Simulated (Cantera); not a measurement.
## Equilibrium for silicon epitaxy and polysilicon growth: Si3H8 + H2

Feed: 1 mol Si3H8, 57 mol H2, held at 1125 °C and 1 atm.

Method: chemical equilibrium by Gibbs-energy minimisation in Cantera with the NASA 1993 tables (ideal gas, pure condensed phases). Candidate condensed phases: Si; 9 gas species. The feed counts by its element totals alone. Equilibrium is a limit: real reactors are often held back by kinetics, nucleation or transport.

```yaml
x(H2): 1.000
x(H): 4.70e-6
n(Si(s)): 3.00 mol
gas_amount: 61.00 mol
```
